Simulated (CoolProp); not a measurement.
Vapour-liquid equilibrium of n-butane (1) + acetone (2) at 280 kPa; x and y are mole fractions of (1).

The numbers come from the multi-fluid Helmholtz-energy mixture model, Bücker 2006 and Lemmon 2006; pair parameters Bell 2016 in CoolProp.

Give the bubble temperature and the first vapour's composition at x = 0.25, 0.45, 0.75. Is there an azeotrope?

x = 0.25: 42.4 °C, y = 0.805; x = 0.45: 35.5 °C, y = 0.863; x = 0.75: 32.3 °C, y = 0.900. No azeotrope shows between x = 0.05 and 0.95.

Pair parameters are fitted to limited data, so mixtures are less certain than the pure fluids. With so large a gap from Raoult's law the liquid may split in two, which this calculation doesn't test in full.
